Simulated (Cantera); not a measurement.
An isothermal, constant-pressure homogeneous reactor starts with 0.697 % H2, 21.1 % O2, 78.2 % N2, at 950 K and 0.0260 bar.

Computed with Cantera and GRI-Mech 3.0 (53 species, 325 reactions). Radical loss at walls, strong at low pressure, is not modelled.

One state of this run: x H2 = 1.52e-9; x O2 = 0.209; x H2O2 = 3.25e-10; x NO = 1.54e-8; x OH = 6.54e-7; x N2O = 5.02e-9. x: mole fraction; the columns are a selection and need not sum to one.

### Question
Which value of t (s) does it belong to?
(A) 0.156
(B) 0.0143
(C) 18.4
(D) 0.514

### Answer
C, 18.4
